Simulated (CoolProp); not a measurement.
Propylene glycol along the isobar 0.391 MPa: Z from the reference equation and from simpler models built on Tc = 400.8 °C, pc = 7.292 MPa, ω = 0.327; each cubic takes its own stable root.

Model: reference Helmholtz-energy equation of state, Eisenbach 2021, in CoolProp.

```json
[
 {"T (°C)": "-30.65", "phase": "liquid", "reference": "0.01374"},
 {"T (°C)": "-20.55", "phase": "liquid", "reference": "0.01328"},
 {"T (°C)": "-10.35", "phase": "liquid", "reference": "0.01286"},
 {"T (°C)": "-0.25", "phase": "liquid", "reference": "0.01247"},
 {"T (°C)": "9.85", "phase": "liquid", "reference": "0.01211"},
 {"T (°C)": "20.05", "phase": "liquid", "reference": "0.01178"},
 {"T (°C)": "30.15", "phase": "liquid", "reference": "0.01147"},
 {"T (°C)": "40.25", "phase": "liquid", "reference": "0.01118"},
 {"T (°C)": "50.45", "phase": "liquid", "reference": "0.01091"},
 {"T (°C)": "60.55", "phase": "liquid", "reference": "0.01067"},
 {"T (°C)": "70.75", "phase": "liquid", "reference": "0.01044"},
 {"T (°C)": "80.85", "phase": "liquid", "reference": "0.01022"},
 {"T (°C)": "90.95", "phase": "liquid", "reference": "0.01002"}
]
```

How far does each simpler model (Redlich-Kwong, Soave-Redlich-Kwong, Peng-Robinson) lie from the reference over these 13 states: mean and median of the absolute difference, and the worst?


- Redlich-Kwong: mean 3.8 %, median 3.7 %, worst +4.4 % at 90.95 °C and 0.391 MPa
- Soave-Redlich-Kwong: mean 1.3 %, median 1.2 %, worst +2.0 % at -30.65 °C and 0.391 MPa
- Peng-Robinson: mean 9.8 %, median 9.9 %, worst -10.3 % at 90.95 °C and 0.391 MPa
